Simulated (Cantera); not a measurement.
A closed system holds: 1 mol Ta(OEt)5, 0.27 mol O2, at 1300 K and 0.560 bar.

Cantera equilibrium calculation (NASA polynomials, part measured and part estimated; ideal gas, pure solids and liquids). Candidate condensed phases: C, C6H6, C7H8, C8H18, H2O, Ta, TaC, Ta2O5; 113 gas species. The feed counts by its element totals alone. TaC: taken at fixed stoichiometry. Condensed phases not in the tables: Ta2C. The numbers say what is thermodynamically allowed, not how fast it happens.

Problem. What is the equilibrium state?

Solution. 
```
Property                                 Value
-----------------------------------  ---------
x(H2)                                    0.690
x(CO)                                    0.307
x(CH4)                                 0.00210
x(H2O)                                 0.00108
x(CO2)                                0.000272
x(H)                                   1.23e-6
n(C(graphite))                        3.45 mol
n(TaC(s))                             1.00 mol
gas amount                           17.98 mol
log10 activity of Ta2O5(s) (absent)      -1.12
log10 activity of Ta(s) (absent)         -5.65
```
